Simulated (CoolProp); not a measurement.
A simple Rankine cycle with R114: condensing at 307.15 K, boiler at 0.91 MPa, turbine inlet 354.2 K, turbine efficiency 0.65, pump efficiency 0.6, no recuperator. Each further row changes one setting.

The numbers come from the reference Helmholtz-energy equation of state, Platzer 1990 in CoolProp. This equation is an older, rougher fit; its heat capacities, sound speeds and derivatives of the liquid may be far off and weren't checked against measurements.

```
case                             thermal efficiency (%)  net work (kJ/kg)  heat in (kJ/kg)  turbine exit temperature (K)  volume ratio over the turbine
-------------------------------  ----------------------  ----------------  ---------------  ----------------------------  -----------------------------
as stated                                           6.7              10.1              151                         329.0                              …
turbine inlet 374.2 K                                 …              11.1              168                         350.2                              …
condensing temperature 299.15 K                     7.8              12.4              159                         324.8                           4.44
boiler pressure 0.637 MPa                             …              7.56              155                         338.3                              …
turbine efficiency 0.55                             5.6                 …              151                         331.3                           3.49
```

Problem. Some entries are withheld; supply them.

Solution. 
- as stated, volume ratio over the turbine: 3.46
- turbine inlet 374.2 K, thermal efficiency (%): 6.6
- turbine inlet 374.2 K, volume ratio over the turbine: 3.36
- boiler pressure 0.637 MPa, thermal efficiency (%): 4.9
- boiler pressure 0.637 MPa, volume ratio over the turbine: 2.31
- turbine efficiency 0.55, net work (kJ/kg): 8.47
